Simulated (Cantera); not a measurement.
**Diamond growth**

A diamond (100) surface in a fixed gas of H2 with x(CH4) = 0.011, x(CH3) = 0.0014, at 1023 K, 0.0500 bar; coverages are run to steady state.

Model: the Harris–Goodwin 1993 mechanism for the reconstructed diamond (100) surface, integrated in Cantera.

```tsv
x(H)	growth (µm/h)	θ c6HH	θ c6H*	θ c6*H	θ c6**	θ c6HM
0.0001	2.48	0.263	0.00734	0.141	0.000769	0.419
0.00025	5.81	0.274	0.00854	0.164	0.00175	0.392
0.00062	12.0	0.322	0.0106	0.204	0.00351	0.328
0.0015	20.6	0.394	0.0135	0.259	0.00590	0.233
0.0038	29.6	0.473	0.0165	0.317	0.00837	0.132
0.0095	35.7	0.526	0.0186	0.356	0.0100	0.0636
0.023	38.9	0.553	0.0198	0.376	0.0109	0.0286
0.058	40.4	0.566	0.0207	0.385	0.0114	0.0118
0.14	41.3	0.572	0.0217	0.388	0.0117	0.00498
```
θ: site fractions in the mechanism's names (c6HH fully hydrogenated, c6H* and c6*H radical sites, c6** diradical, c6HM methylated).
